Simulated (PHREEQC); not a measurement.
PHREEQC input (ion-association model, wateq4f.dat):

```
SOLUTION_MASTER_SPECIES
  An  An-  0  An  62.0  # stands for a non-complexing anion
SOLUTION_SPECIES
  An- = An-
    -log_k 0
    -gamma 3.0 0
PHASES
  Fix_H+
    H+ = H+
    -log_k 0
SOLUTION 1
  temp 25
  units mmol/kgw
  pH 7 charge
  Cl 1.206
  Pb 0.083
  Mn(2) 0.52
  Na 5
  An 5
END
SELECTED_OUTPUT 1
  -reset false
  -pH true
  -pe true
  -ionic_strength true
  -water true
  -totals Cl Mn Na Pb Mn(2) Mn(3) Mn(6) Mn(7)
  -molalities Hfo_wOH Hfo_wOH2+ Hfo_wO- Hfo_sOH Hfo_sOH2+ Hfo_sO- Hfo_sOMn+ Hfo_wOMn+ Hfo_sOPb+ Hfo_wOPb+
  -saturation_indices Pyrochroite Litharge Cotunnite Laurionite Halite
USER_PUNCH 1
  -headings sigma psi
  10 PUNCH EDL("sigma", "Hfo"), EDL("psi", "Hfo")
PRINT
  -reset false
USE solution 1
SURFACE 1
  Hfo_wOH 0.00269663 600 1.2
  Hfo_sOH 6.74157e-05
EQUILIBRIUM_PHASES 1
  Fix_H+ -4 HAn 10
    -force_equality true
END
# ... the last block is repeated for the other 12 points of pH, with NaOH or the acid as the point needs
```

Selected output (columns that matter, 13 of 13 rows; pH added in front):

```
pH	mu	Mn	Na	Pb	m_Hfo_wOH	m_Hfo_wOH2+	m_Hfo_wO-	m_Hfo_sOH	si_Pyrochroite	si_Litharge	si_Cotunnite	si_Halite	sigma	psi
4	0.0075174	0.00051999	0.005	3.307e-05	0.0012	0.0014739	2.2381e-05	7.9279e-06	-10.637	-9.3731	-5.8026	-6.8819	0.20251	0.18934
4.5	0.0071982	0.00051998	0.005	1.9303e-05	0.0015567	0.0010874	5.1053e-05	2.9782e-06	-9.634	-8.6041	-6.0317	-6.8803	0.1477	0.17426
5	0.0069838	0.00051992	0.005	1.0926e-05	0.0018049	0.00079141	9.4296e-05	8.8641e-07	-8.6321	-7.8497	-6.276	-6.8791	0.10314	0.15665
5.5	0.0068258	0.00051955	0.005	3.2182e-06	0.0019496	0.00058463	0.00014894	4.4417e-07	-7.631	-7.3804	-6.8058	-6.8783	0.069157	0.13683
6	0.0067144	0.00051667	0.005	5.1899e-07	0.0020192	0.00045182	0.00020672	3.696e-07	-6.6324	-7.1761	-7.6008	-6.8777	0.044354	0.11478
6.5	0.0065962	0.00049551	0.0050107	8.1383e-08	0.0020333	0.00035971	0.00026329	2.926e-07	-5.6495	-6.9929	-8.4169	-6.8761	0.027319	0.091233
7	0.0065304	0.00039076	0.0052973	1.8069e-08	0.001954	0.00025629	0.00034129	1.678e-07	-4.7521	-6.6856	-9.109	-6.8515	0.017048	0.069343
7.5	0.0063501	0.00018649	0.005751	5.412e-09	0.0017269	0.00014315	0.00047729	9.4727e-08	-4.0719	-6.3147	-9.7367	-6.8146	0.011035	0.051555
8	0.0062282	4.4004e-05	0.0060743	1.6793e-09	0.0015157	8.7467e-05	0.00060172	6.8425e-08	-3.6984	-6.0562	-10.477	-6.79	0.0059912	0.03128
8.5	0.0062114	5.8659e-06	0.0061902	5.1499e-10	0.0014345	7.1319e-05	0.00066097	6.1965e-08	-3.5753	-5.958	-11.379	-6.7817	0.00099713	0.0055305
9	0.0062327	6.6579e-07	0.006246	1.9465e-10	0.0013999	6.439e-05	0.00069726	6.0122e-08	-3.5264	-5.9124	-12.333	-6.7779	-0.0040975	-0.022048
9.5	0.0062792	7.7509e-08	0.0063178	1.0537e-10	0.0013648	5.7798e-05	0.00073834	5.8577e-08	-3.479	-5.8654	-13.287	-6.7732	-0.010408	-0.049504
10	0.0063878	1.0248e-08	0.0064607	8.9297e-11	0.0013132	4.9487e-05	0.00079826	5.6355e-08	-3.4115	-5.7979	-14.22	-6.764	-0.019545	-0.076085
```

Complexes and solids missing from the database can't appear.
